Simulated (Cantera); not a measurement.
Charge: 1 mol SiH4, 4.2 mol HCl, 9.2 mol H2, held at 1202 °C and 0.590 bar.

Equilibrium computed with Cantera from the NASA thermochemical tables; the gas is ideal and each condensed phase is pure. The tables' values for SiCl3 are old estimates; treat these amounts as uncertain. Kinetics and transport are ignored.

| species | before | after |
|---|---|---|
| H2 | 0.824 | 0.972 |
| HCl | 0.109 | 0.0257 |
| SiCl2 | 0.0386 | 0.00214 |
| SiCl3 | 0.0105 | 0.000126 |
| SiCl4 | 0.00967 | 2.51e-5 |
| SiHCl3 | 0.00690 | 9.00e-5 |
| SiH2Cl2 | 0.000772 | 5.05e-5 |
| SiH3Cl | 2.52e-5 | 8.29e-6 |
| H | 1.53e-5 | 1.66e-5 |
| Si(s), mol | 0 | 0.667 |
Gas species are given as mole fractions.

Q: Which change was made?
A) H2 from 9.2 to 130 mol
B) pressure from 0.590 bar to 23.0 mbar
C) pressure from 0.590 bar to 0.350 bar
D) temperature from 1202 °C to 902 °C

A: A, H2 from 9.2 to 130 mol
